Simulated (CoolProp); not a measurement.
R21 at 298.15 K and 0.0543 MPa is compressed adiabatically to 0.138 MPa with isentropic efficiency 0.9. Each further row changes one setting.

Values from CoolProp's reference Helmholtz-energy equation of state, Platzer 1990. This equation is an older, rougher fit.

```tsv
case	work (kJ/kg)	final temperature (K)	final density (kg/m³)
as stated	26.1	[?]	5.11
efficiency 1	23.5	[?]	[?]
efficiency 0.65	36.1	[?]	[?]
```

**Question.** What belongs in the gaps?

**Answer.** 
- as stated, final temperature (K): 342.3
- efficiency 1, final temperature (K): 338.3
- efficiency 1, final density (kg/m³): 5.18
- efficiency 0.65, final temperature (K): 357.5
- efficiency 0.65, final density (kg/m³): 4.88
